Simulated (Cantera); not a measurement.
An isothermal, constant-pressure homogeneous reactor starts with NO : N2 = 1 : 0.8 (molar parts), at 1775 K and 1330 Pa. Integrator tolerance rtol = 1e-08.

Detailed kinetics in Cantera: GRI-Mech 3.0 (53 species, 325 reactions). Radical loss at walls, strong at low pressure, is not modelled.

Q: What does this change do: temperature 1775 to 2000 K?

A: 
```
quantity                                             before                                    after
----------------  -----------------------------------------  ---------------------------------------
x(NO) at 3.00 s       0.549 (gas-phase equilibrium 0.00419)    0.468 (gas-phase equilibrium 0.00834)
x(O) at 3.00 s    0.000106 (gas-phase equilibrium 0.000438)  0.00143 (gas-phase equilibrium 0.00304)
x(NO2) at 3.00 s    2.43e-5 (gas-phase equilibrium 1.46e-6)  3.98e-5 (gas-phase equilibrium 1.89e-6)
x(O2) at 3.00 s       0.00298 (gas-phase equilibrium 0.275)     0.0429 (gas-phase equilibrium 0.272)
x(N2O) at 3.00 s   0.000104 (gas-phase equilibrium 2.67e-8)  6.37e-5 (gas-phase equilibrium 5.17e-8)
x(N2) at 3.00 s         0.447 (gas-phase equilibrium 0.720)      0.488 (gas-phase equilibrium 0.717)
```

Q: What does this change do: pressure from 1330 Pa to 77000 Pa?

A: 
```
quantity                                             before                                     after
----------------  -----------------------------------------  ----------------------------------------
x(NO) at 3.00 s       0.549 (gas-phase equilibrium 0.00419)     0.362 (gas-phase equilibrium 0.00419)
x(O) at 3.00 s    0.000106 (gas-phase equilibrium 0.000438)   3.51e-5 (gas-phase equilibrium 5.76e-5)
x(NO2) at 3.00 s    2.43e-5 (gas-phase equilibrium 1.46e-6)  0.000574 (gas-phase equilibrium 1.11e-5)
x(O2) at 3.00 s       0.00298 (gas-phase equilibrium 0.275)      0.0963 (gas-phase equilibrium 0.276)
x(N2O) at 3.00 s   0.000104 (gas-phase equilibrium 2.67e-8)   5.17e-5 (gas-phase equilibrium 2.03e-7)
x(N2) at 3.00 s         0.447 (gas-phase equilibrium 0.720)       0.541 (gas-phase equilibrium 0.720)
```
